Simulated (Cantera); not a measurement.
An adiabatic, constant-pressure homogeneous reactor starts with H2 : O2 : N2 = 1 : 0.556 : 2.09 (molar parts), equivalence ratio 0.90, at 1275 K and 203 Torr. Integrator tolerance rtol = 1e-08.

Computed with Cantera and GRI-Mech 3.0 (53 species, 325 reactions).

Q: What does this change do: H2 1 to 1.4 parts?

A: 
```
quantity                                                            before                                    after
---------------------------------  ---------------------------------------  ---------------------------------------
time of steepest temperature rise                                 0.113 ms                                 0.115 ms
temperature at 4.00 s                                               2645 K                                   2692 K
equilibrium temperature                                             2645 K                                   2692 K
x(H2) at 4.00 s                      0.0359 (gas-phase equilibrium 0.0359)    0.0950 (gas-phase equilibrium 0.0950)
x(O2) at 4.00 s                      0.0236 (gas-phase equilibrium 0.0236)  0.00566 (gas-phase equilibrium 0.00566)
x(NO2) at 4.00 s                   1.18e-6 (gas-phase equilibrium 1.18e-6)  2.78e-7 (gas-phase equilibrium 2.78e-7)
x(O) at 4.00 s                     0.00848 (gas-phase equilibrium 0.00848)  0.00508 (gas-phase equilibrium 0.00508)
x(H2O) at 4.00 s                       0.246 (gas-phase equilibrium 0.246)      0.262 (gas-phase equilibrium 0.262)
x(HO2) at 4.00 s                   4.48e-6 (gas-phase equilibrium 4.48e-6)  1.76e-6 (gas-phase equilibrium 1.76e-6)
```

Q: What does this change do: constant volume in place of constant pressure?

A: 
```json
[
 {"quantity": "time of steepest temperature rise", "before": "0.113 ms", "after": "0.111 ms"},
 {"quantity": "temperature at 4.00 s", "before": "2645 K", "after": "2790 K"},
 {"quantity": "equilibrium temperature", "before": "2645 K", "after": "2790 K"},
 {"quantity": "x(H2) at 4.00 s", "before": "0.0359 (gas-phase equilibrium 0.0359)", "after": "0.0426 (gas-phase equilibrium 0.0426)"},
 {"quantity": "x(O2) at 4.00 s", "before": "0.0236 (gas-phase equilibrium 0.0236)", "after": "0.0243 (gas-phase equilibrium 0.0243)"},
 {"quantity": "x(NO2) at 4.00 s", "before": "1.18e-6 (gas-phase equilibrium 1.18e-6)", "after": "1.86e-6 (gas-phase equilibrium 1.86e-6)"},
 {"quantity": "x(O) at 4.00 s", "before": "0.00848 (gas-phase equilibrium 0.00848)", "after": "0.0112 (gas-phase equilibrium 0.0112)"},
 {"quantity": "x(H2O) at 4.00 s", "before": "0.246 (gas-phase equilibrium 0.246)", "after": "0.231 (gas-phase equilibrium 0.231)"},
 {"quantity": "x(HO2) at 4.00 s", "before": "4.48e-6 (gas-phase equilibrium 4.48e-6)", "after": "7.24e-6 (gas-phase equilibrium 7.24e-6)"}
]
```
